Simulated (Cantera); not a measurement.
What does this Cantera script print?

```python
import numpy as np
import cantera as ct

gas_names = """
    H HO2 H2 H2O H2O2 O OH O2 O3 Si SiH SiH2 SiH3 SiH4 SiO SiO2 Si2 Si3
""".split()
cond_names = """
    H2O(s) H2O(L) Si(cr) Si(L) SiO2(Lqz) SiO2(hqz) SiO2(L)
""".split()


# ... load() reads the species with a 1 bar reference pressure and builds the phases ...
atoms = {
    'SiH4': {'Si': 1, 'H': 4},
    'O3': {'O': 3},
}
top_T = {}  # K; cautious upper limits of use, not melting points


# ... equilibrate(T, P, feed) seeds the gas with the atoms and calls Mixture.equilibrate('TP', solver="vcs", rtol=1e-11, max_steps=5000) ...
results = []
feed = {'SiH4': 1, 'O3': 0.59}  # mol
T = 525  # K
P = 13  # Pa
mix = equilibrate(T, P, feed)
results.append((T, P, feed, dict(zip(mix.species_names, mix.species_moles))))
x = sorted(zip(gas.X, gas.species_names), reverse=True)
print(f"T = {T:g} K  P = {P:g} Pa  gas = {mix.phase_moles(0):.4g} mol")
print("   x: " + "  ".join(f"{s} {v:.3e}" for v, s in x if v > 0.0001))
print("   condensed (mol): " + ("  ".join(f"{mix.phase(i).name} {mix.phase_moles(i):.4g}"
      for i in range(1, mix.n_phases) if mix.phase_moles(i) > 1e-12) or "none"))
```

It prints:

```
T = 525 K  P = 13 Pa  gas = 2 mol
   x: H2 1.000e+00
   condensed (mol): Si(cr) 0.115  SiO2(Lqz) 0.885
```

Cantera equilibrium calculation (NASA polynomials, part measured and part estimated; ideal gas, pure solids and liquids).
